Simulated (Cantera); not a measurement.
What does this Cantera script print?

```python
import numpy as np
import cantera as ct

gas = ct.Solution("gri30.yaml")
gas.TP = 300, 100000
flame = ct.CounterflowDiffusionFlame(gas, width=0.02)
flame.fuel_inlet.X, flame.fuel_inlet.T = {'CH4': 1, 'CO': 0.68, 'N2': 0.91}, 475
flame.oxidizer_inlet.X, flame.oxidizer_inlet.T = {'O2': 0.26, 'N2': 0.74}, 500
flame.set_refine_criteria(ratio=3, slope=0.12, curve=0.24, prune=0.03)
show = ['OH', 'H', 'NO', 'CO', 'C2H2']

rows = []
print(f"{'mdot':>8s}{'a_max':>10s}{'a_mean':>10s}{'Tmax/K':>9s}" + "".join(f"{s:>11s}" for s in show) + "   (peak mole fractions)")
for i, mdot in enumerate([0.25, 0.35, 0.5, 0.7, 0.99, 1.4, 2, 2.8]):  # kg/m2/s on the oxidiser side
    flame.oxidizer_inlet.mdot, flame.fuel_inlet.mdot = mdot, 0.93 * mdot
    flame.solve(loglevel=0, auto=(i == 0))
    if flame.T.max() < max(475, 500) + 100:
        print(f"{mdot:8.3g}  no burning solution found from the previous one")
        break
    dT = np.abs(np.gradient(flame.T, flame.grid))
    rows.append([flame.strain_rate("max"), flame.strain_rate("mean"), flame.T.max(),
                 *(flame.X[gas.species_index(s)].max() for s in show), max(dT[0], dT[-1]) / dT.max()])
    print(f"{mdot:8.3g}{rows[-1][0]:10.1f}{rows[-1][1]:10.1f}{rows[-1][2]:9.1f}" + "".join(f"{x:11.3e}" for x in rows[-1][3:-1]))
```

It prints:

```
    mdot     a_max    a_mean   Tmax/K         OH          H         NO         CO       C2H2   (peak mole fractions)
    0.25     172.6      37.5   2218.2  1.006e-02  4.553e-03  3.870e-04  2.625e-01  9.940e-03
    0.35     233.1      52.5   2200.1  1.011e-02  4.840e-03  3.551e-04  2.625e-01  9.506e-03
     0.5     322.0      75.0   2181.1  1.012e-02  5.129e-03  3.218e-04  2.625e-01  9.077e-03
     0.7     438.2     105.0   2162.8  1.005e-02  5.390e-03  2.894e-04  2.625e-01  8.639e-03
    0.99     604.2     148.6   2143.8  9.940e-03  5.650e-03  2.554e-04  2.625e-01  8.196e-03
     1.4     835.5     210.1   2126.7  9.840e-03  5.924e-03  2.224e-04  2.625e-01  7.803e-03
       2    1166.2     300.1   2103.1  9.560e-03  6.119e-03  1.836e-04  2.625e-01  7.221e-03
     2.8    1599.9     420.2   2078.0  9.193e-03  6.227e-03  1.460e-04  2.625e-01  6.530e-03
```

Computed with Cantera and GRI-Mech 3.0 (53 species, 325 reactions). GRI-Mech 3.0 has no aromatics or soot, which form on the fuel side of real flames. The maximum strain rate includes the flame's own expansion and is several times the mean.
